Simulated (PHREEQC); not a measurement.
Dissolve 0.018 mol/kgw CdBr2, 0.026 mol/kgw Mg(NO3)2 and 0.00025 mol/kgw MnCl2 at 25 °C. Closed to the air; pH follows from the charge balance.

Equilibrium calculation in PHREEQC: ion-association model, phreeqc.dat.

Q: The ionic strength comes out as 0.111 mol/kgw. What activity coefficients do CdCl+, Mg+2, CdNO3+, Cd+2, Mn+2 get?

A: CdCl+ 0.78, Mg+2 0.40, CdNO3+ 0.78, Cd+2 0.36, Mn+2 0.39.

No solid was allowed to form.
